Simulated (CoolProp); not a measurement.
Model: reference Helmholtz-energy equation of state, Polt 1992, in CoolProp. This equation is an older, rougher fit.

### Question
For propyne, give the phase and the Joule-Thomson coefficient (K/MPa) at 421.5 K and 1.94 bar; 402 K and 0.219 bar; 287.1 K and 0.75 bar.

### Answer
- 421.5 K and 1.94 bar: gas; Joule-Thomson coefficient 7.97
- 402 K and 0.219 bar: gas; Joule-Thomson coefficient 9.02
- 287.1 K and 0.75 bar: gas; Joule-Thomson coefficient 26.8
